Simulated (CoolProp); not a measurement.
Vapour-liquid equilibrium of R152A (1) + n-butane (2) at 33.65 °C; x and y are mole fractions of (1).

Model: multi-fluid Helmholtz-energy mixture model, Outcalt 1996 and Bücker 2006; pair parameters Bell 2016, in CoolProp.

```json
[
 {"x": "0.05", "bubble pressure (bar)": "4.127", "y at the bubble point": "[?]", "dew pressure at overall composition x (bar)": "3.316", "liquid density (mol/L)": "9.766"},
 {"x": "0.125", "bubble pressure (bar)": "5.199", "y at the bubble point": "0.425", "dew pressure at overall composition x (bar)": "3.584", "liquid density (mol/L)": "9.903"},
 {"x": "0.2", "bubble pressure (bar)": "5.941", "y at the bubble point": "0.516", "dew pressure at overall composition x (bar)": "[?]", "liquid density (mol/L)": "10.05"},
 {"x": "0.275", "bubble pressure (bar)": "6.466", "y at the bubble point": "0.573", "dew pressure at overall composition x (bar)": "4.260", "liquid density (mol/L)": "10.21"},
 {"x": "0.35", "bubble pressure (bar)": "6.848", "y at the bubble point": "[?]", "dew pressure at overall composition x (bar)": "4.690", "liquid density (mol/L)": "[?]"},
 {"x": "0.425", "bubble pressure (bar)": "7.139", "y at the bubble point": "0.647", "dew pressure at overall composition x (bar)": "5.200", "liquid density (mol/L)": "10.60"},
 {"x": "0.5", "bubble pressure (bar)": "[?]", "y at the bubble point": "0.677", "dew pressure at overall composition x (bar)": "5.800", "liquid density (mol/L)": "10.82"},
 {"x": "0.575", "bubble pressure (bar)": "7.557", "y at the bubble point": "0.706", "dew pressure at overall composition x (bar)": "6.482", "liquid density (mol/L)": "11.08"},
 {"x": "0.65", "bubble pressure (bar)": "7.710", "y at the bubble point": "0.736", "dew pressure at overall composition x (bar)": "7.162", "liquid density (mol/L)": "11.37"},
 {"x": "0.725", "bubble pressure (bar)": "7.826", "y at the bubble point": "0.771", "dew pressure at overall composition x (bar)": "[?]", "liquid density (mol/L)": "11.70"},
 {"x": "0.8", "bubble pressure (bar)": "7.895", "y at the bubble point": "[?]", "dew pressure at overall composition x (bar)": "7.880", "liquid density (mol/L)": "12.07"},
 {"x": "0.875", "bubble pressure (bar)": "7.897", "y at the bubble point": "0.867", "dew pressure at overall composition x (bar)": "7.890", "liquid density (mol/L)": "12.48"},
 {"x": "0.95", "bubble pressure (bar)": "7.796", "y at the bubble point": "0.938", "dew pressure at overall composition x (bar)": "7.770", "liquid density (mol/L)": "12.94"}
]
```

Q: Complete the blanks.

A: 
- 0.05, y at the bubble point: 0.249
- 0.2, dew pressure at overall composition x (bar): 3.895
- 0.35, y at the bubble point: 0.614
- 0.35, liquid density (mol/L): 10.39
- 0.5, bubble pressure (bar): 7.370
- 0.725, dew pressure at overall composition x (bar): 7.659
- 0.8, y at the bubble point: 0.813

y crosses x between x = 0.8 and 0.875: the model has an azeotrope there.

The pair parameters rest on a limited set of measurements; away from them the model extrapolates.
